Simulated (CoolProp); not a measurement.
Chlorine along the isotherm 240.6 K: density (kg/m³) from the reference equation and from simpler models built on Tc = 416.9 K, pc = 7642 kPa, ω = 0.070; each cubic takes its own stable root.

Values from CoolProp's reference Helmholtz-energy equation of state, Thol 2021.

| p (kPa) | phase | reference |
|---|---|---|
| 1190 | liquid | 1562 |
| 2390 | liquid | 1564 |
| 3580 | liquid | 1566 |
| 4780 | liquid | 1568 |
| 5970 | liquid | 1569 |
| 7160 | liquid | 1571 |
| 8360 | liquid | 1573 |
| 9550 | liquid | 1575 |
| 10700 | liquid | 1577 |
| 11900 | liquid | 1579 |
| 13100 | liquid | 1581 |
| 14300 | liquid | 1582 |
| 15500 | liquid | 1584 |
| 16700 | liquid | 1586 |
| 17900 | liquid | 1588 |
| 19100 | liquid | 1590 |

Problem. How far does each simpler model (Soave-Redlich-Kwong, Peng-Robinson) lie from the reference over these 16 states: mean and median of the absolute difference, and the worst?

Solution. 
- Soave-Redlich-Kwong: mean 7.4 %, median 7.4 %, worst -7.7 % at 240.6 K and 1190 kPa
- Peng-Robinson: mean 4.2 %, median 4.3 %, worst +4.3 % at 240.6 K and 19100 kPa
